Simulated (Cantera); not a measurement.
An adiabatic, constant-volume homogeneous reactor starts with CH4 : O2 : N2 = 1 : 1.54 : 12.3 (molar parts), at 973 K and 15.8 atm. Integrator tolerance rtol = 1e-08.

Model: GRI-Mech 3.0 (53 species, 325 reactions), integrated in Cantera. The pressure lies above the range GRI-Mech 3.0 was tuned for (to about 10 atm). Below about 1000 K GRI-Mech 3.0 lacks low-temperature oxidation paths.

Q: What does this change do: constant pressure in place of constant volume?

A: 
```
quantity                                                              before                                      after
---------------------------------  -----------------------------------------  -----------------------------------------
time of steepest temperature rise                                    0.156 s                                    0.160 s
temperature at 0.200 s                                                2243 K                                     1966 K
equilibrium temperature                                               2243 K                                     1966 K
x(CH4) at 0.200 s                  7.34e-11 (gas-phase equilibrium 8.08e-11)  8.14e-11 (gas-phase equilibrium 8.94e-11)
x(O2) at 0.200 s                     1.14e-6 (gas-phase equilibrium 1.14e-6)    5.09e-8 (gas-phase equilibrium 5.10e-8)
x(H2O) at 0.200 s                        0.106 (gas-phase equilibrium 0.106)        0.105 (gas-phase equilibrium 0.105)
x(CH3) at 0.200 s                  1.04e-11 (gas-phase equilibrium 1.15e-11)  3.23e-12 (gas-phase equilibrium 3.55e-12)
x(CO2) at 0.200 s                      0.0293 (gas-phase equilibrium 0.0293)      0.0311 (gas-phase equilibrium 0.0311)
```

Q: What does this change do: N2 12.3 to 17 parts?

A: 
```json
[
 {"quantity": "time of steepest temperature rise", "before": "0.156 s", "after": "not reached"},
 {"quantity": "temperature at 0.200 s", "before": "2243 K", "after": "997 K"},
 {"quantity": "equilibrium temperature", "before": "2243 K", "after": "1978 K"},
 {"quantity": "x(CH4) at 0.200 s", "before": "7.34e-11 (gas-phase equilibrium 8.08e-11)", "after": "0.0490 (gas-phase equilibrium 1.57e-10)"},
 {"quantity": "x(O2) at 0.200 s", "before": "1.14e-6 (gas-phase equilibrium 1.14e-6)", "after": "0.0766 (gas-phase equilibrium 3.02e-8)"},
 {"quantity": "x(H2O) at 0.200 s", "before": "0.106 (gas-phase equilibrium 0.106)", "after": "0.00246 (gas-phase equilibrium 0.0802)"},
 {"quantity": "x(CH3) at 0.200 s", "before": "1.04e-11 (gas-phase equilibrium 1.15e-11)", "after": "2.84e-6 (gas-phase equilibrium 5.42e-12)"},
 {"quantity": "x(CO2) at 0.200 s", "before": "0.0293 (gas-phase equilibrium 0.0293)", "after": "9.40e-6 (gas-phase equilibrium 0.0237)"}
]
```
